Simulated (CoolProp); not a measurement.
Vapour-liquid equilibrium of o-xylene (1) + n-nonane (2) at 497.1 K; x and y are mole fractions of (1).

Values from CoolProp's multi-fluid Helmholtz-energy mixture model, Zhou 2012 and Lemmon 2006; pair parameters Bell 2016.

```csv
x,"bubble pressure, mixture model (kPa)","bubble pressure, Raoult's law (kPa)","y, mixture model","y, Raoult's law"
0.05,512.1,508.9,0.059,0.056
0.15,524.3,515.2,0.173,0.166
0.25,535.4,521.5,0.280,0.273
0.35,545.2,527.7,0.382,0.377
0.45,553.6,534.0,0.479,0.479
0.55,560.5,540.3,0.573,0.579
0.65,565.7,546.6,0.665,0.676
0.75,569.1,552.9,0.757,0.771
0.85,570.6,559.2,0.851,0.864
0.95,569.9,565.5,0.949,0.955
```

The largest gap from Raoult's law is +3.7 % in bubble pressure, at x = 0.55. y crosses x between x = 0.85 and 0.95: the model has an azeotrope there.

The pair parameters rest on a limited set of measurements; away from them the model extrapolates.
